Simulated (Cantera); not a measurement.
**Ti(OiPr)4 + H2 (titanium nitride, carbide and oxide coatings)**

Charge: 1 mol Ti(OiPr)4, 1.5 mol H2, at 1250 K.

These are equilibrium values from Cantera (NASA tables, ideal gas, pure condensed phases), not measurements of a reactor. Candidate condensed phases: C, C6H6, C7H8, C8H18, H2O, Ti, TiC, TiO, TiO2, Ti2O3, Ti3O5, Ti4O7; 113 gas species. The feed counts by its element totals alone. Mutual solubility and eutectic melting of coexisting phases are not modelled. TiC: taken at fixed stoichiometry. Condensed phases not in the tables: Magnéli phases beyond Ti4O7. Rates play no part.

```
P (Pa)   x H2   x CO     x CH4     x H2O     x CO2      x H    x C2H4  n C(graphite)  n TiC(s)  n Ti3O5(s)  n Ti4O7(s)  n TiO2(rutile)
------  -----  -----  --------  --------  --------  -------  --------  -------------  --------  ----------  ----------  --------------
10      0.795  0.205   6.95e-7   2.46e-7   4.05e-8  4.31e-5  9.15e-11           7.00      1.00           0           0               0
28      0.795  0.205   1.94e-6   6.88e-7   1.13e-7  2.58e-5  2.56e-10           7.00      1.00           0           0               0
77      0.795  0.205   5.35e-6   1.89e-6   3.12e-7  1.55e-5  7.05e-10           7.00      1.00           0           0               0
220     0.795  0.205   1.53e-5   5.40e-6   8.91e-7  9.19e-6   2.01e-9           7.00      1.00           0           0               0
600     0.795  0.205   4.17e-5   1.47e-5   2.43e-6  5.56e-6   5.49e-9           7.00      1.00           0           0               0
1700    0.795  0.205  0.000118   4.17e-5   6.88e-6  3.31e-6   1.55e-8           7.00      1.00           0           0               0
4600    0.869  0.131  0.000382   7.87e-5   7.57e-6  2.10e-6   5.03e-8           9.66         0       0.333           0               0
13000   0.868  0.131   0.00108  0.000222   2.14e-5  1.25e-6   1.42e-7           9.65         0       0.333           0               0
36000   0.870  0.127   0.00299  0.000597   5.55e-5  7.51e-7   3.94e-7           9.71         0           0       0.250               0
100000  0.869  0.121   0.00831   0.00158  0.000140  4.51e-7   1.09e-6           9.74         0           0       0.143           0.430
```
x: gas mole fraction; n: condensed amount in mol.

From 0.000100 bar to 0.0170 bar the condensed part is C(graphite) + TiC(s). From 0.0460 bar to 0.130 bar the condensed part is C(graphite) + Ti3O5(s). At 0.360 bar the condensed part is C(graphite) + Ti4O7(s). At 1.00 bar the condensed part is C(graphite) + TiO2(rutile) + Ti4O7(s).
